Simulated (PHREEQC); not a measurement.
A solution holds 0.015 mol/kgw NaBr and 0.0016 mol/kgw CaSO4, at 55 °C. Closed to the air; pH follows from the charge balance.

Equilibrium calculation in PHREEQC: ion-association model, wateq4f.dat.

```yaml
ionic_strength: 0.0206 mol/kgw
```

| species | molality | activity | log γ |
|---|---|---|---|
| Br- | 0.0150 | 0.0129 | -0.064 |
| Na+ | 0.0149 | 0.0129 | -0.064 |
| Ca+2 | 0.00144 | 0.000815 | -0.247 |
| SO4-2 | 0.00137 | 0.000769 | -0.251 |
| CaSO4 | 0.000161 | 0.000161 | 0.002 |
| NaSO4- | 6.81e-5 | 5.91e-5 | -0.062 |
| OH- | 3.29e-7 | 2.82e-7 | -0.066 |
| H+ | 2.84e-7 | 2.51e-7 | -0.054 |
| HSO4- | 4.48e-8 | 3.87e-8 | -0.064 |

This is a speciation only: nothing precipitates in the calculation. At this temperature some constants are extrapolated from 25 °C, and those without enthalpy data are left unchanged.
